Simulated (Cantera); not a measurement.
An isothermal, constant-pressure homogeneous reactor starts with CH4 : CO2 : H2 = 1 : 1.5 : 0.1 (molar parts), at 1498 K and 4.93 atm.

Model: GRI-Mech 3.0 (53 species, 325 reactions), integrated in Cantera.

x: mole fraction; the columns are a selection and need not sum to one.

```json
[
 {"t (s)": "3.00e-5", "x CH4": "0.385", "x CO2": "0.577", "x H2": "0.0385", "x H": "1.82e-7", "x HCO": "<1e-12", "x HO2": "<1e-12", "x CH2": "1.02e-10"},
 {"t (s)": "7.91e-5", "x CH4": "0.385", "x CO2": "0.577", "x H2": "0.0385", "x H": "2.84e-7", "x HCO": "2.10e-12", "x HO2": "<1e-12", "x CH2": "2.66e-10"},
 {"t (s)": "0.000209", "x CH4": "0.384", "x CO2": "0.577", "x H2": "0.0386", "x H": "3.21e-7", "x HCO": "1.03e-11", "x HO2": "<1e-12", "x CH2": "3.41e-10"},
 {"t (s)": "0.000551", "x CH4": "0.384", "x CO2": "0.577", "x H2": "0.0388", "x H": "3.74e-7", "x HCO": "3.56e-11", "x HO2": "<1e-12", "x CH2": "4.60e-10"},
 {"t (s)": "0.00145", "x CH4": "0.382", "x CO2": "0.576", "x H2": "0.0394", "x H": "4.70e-7", "x HCO": "9.87e-11", "x HO2": "<1e-12", "x CH2": "6.99e-10"},
 {"t (s)": "0.00383", "x CH4": "0.378", "x CO2": "0.575", "x H2": "0.0418", "x H": "5.88e-7", "x HCO": "1.69e-10", "x HO2": "<1e-12", "x CH2": "9.60e-10"},
 {"t (s)": "0.0101", "x CH4": "0.367", "x CO2": "0.568", "x H2": "0.0498", "x H": "7.11e-7", "x HCO": "1.94e-10", "x HO2": "<1e-12", "x CH2": "9.84e-10"},
 {"t (s)": "0.0267", "x CH4": "0.339", "x CO2": "0.549", "x H2": "0.0701", "x H": "9.55e-7", "x HCO": "2.50e-10", "x HO2": "<1e-12", "x CH2": "9.03e-10"},
 {"t (s)": "0.0704", "x CH4": "0.282", "x CO2": "0.498", "x H2": "0.102", "x H": "1.35e-6", "x HCO": "5.79e-10", "x HO2": "<1e-12", "x CH2": "9.49e-10"},
 {"t (s)": "0.186", "x CH4": "0.191", "x CO2": "0.385", "x H2": "0.121", "x H": "1.78e-6", "x HCO": "…", "x HO2": "<1e-12", "x CH2": "1.56e-9"},
 {"t (s)": "0.490", "x CH4": "0.0969", "x CO2": "0.237", "x H2": "0.123", "x H": "2.33e-6", "x HCO": "…", "x HO2": "<1e-12", "x CH2": "2.82e-9"},
 {"t (s)": "1.29", "x CH4": "0.0708", "x CO2": "0.175", "x H2": "0.149", "x H": "3.00e-6", "x HCO": "…", "x HO2": "<1e-12", "x CH2": "2.24e-9"},
 {"t (s)": "3.41", "x CH4": "0.0739", "x CO2": "0.140", "x H2": "0.185", "x H": "3.32e-6", "x HCO": "…", "x HO2": "<1e-12", "x CH2": "1.12e-9"},
 {"t (s)": "9.00", "x CH4": "0.0683", "x CO2": "0.104", "x H2": "0.231", "x H": "3.71e-6", "x HCO": "…", "x HO2": "<1e-12", "x CH2": "4.98e-10"}
]
```

### Question
Fill in the missing entries.

### Answer

- 0.186, x HCO: 1.84e-9
- 0.490, x HCO: 4.54e-9
- 1.29, x HCO: 7.48e-9
- 3.41, x HCO: 9.93e-9
- 9.00, x HCO: 1.28e-8
